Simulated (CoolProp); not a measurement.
A closed Brayton cycle with carbon dioxide: compressor inlet 306.15 K and 9.9 MPa, high pressure 22.9 MPa, turbine inlet 765 K, compressor efficiency 0.8, turbine efficiency 0.85, recuperator effectiveness 0 (on enthalpy, no pinch check). Each further row changes one setting.

Model: reference Helmholtz-energy equation of state, Span 1996, in CoolProp.

| case | thermal efficiency (%) | net work (kJ/kg) | compressor to turbine work | compressor exit (K) | turbine exit (K) |
|---|---|---|---|---|---|
| as stated | 11.5 | 75.7 | 0.22 | 326.6 | 672.8 |
| turbine inlet 715 K | 11.5 | 68.3 | 0.23 | 326.6 | (withheld) |
| compressor inlet 316.15 K | (withheld) | (withheld) | (withheld) | (withheld) | 672.8 |
| high pressure 19.5 MPa | 9.6 | (withheld) | (withheld) | (withheld) | 690.2 |
| recuperator effectiveness 0.5 | 17.7 | 75.7 | 0.22 | 326.6 | 672.8 |

Q: Fill in the missing entries.

A: 
- turbine inlet 715 K, turbine exit (K): 626.0
- compressor inlet 316.15 K, thermal efficiency (%): 11.7
- compressor inlet 316.15 K, net work (kJ/kg): 70.3
- compressor inlet 316.15 K, compressor to turbine work: 0.27
- compressor inlet 316.15 K, compressor exit (K): 351.7
- high pressure 19.5 MPa, net work (kJ/kg): 63.6
- high pressure 19.5 MPa, compressor to turbine work: 0.20
- high pressure 19.5 MPa, compressor exit (K): 321.9
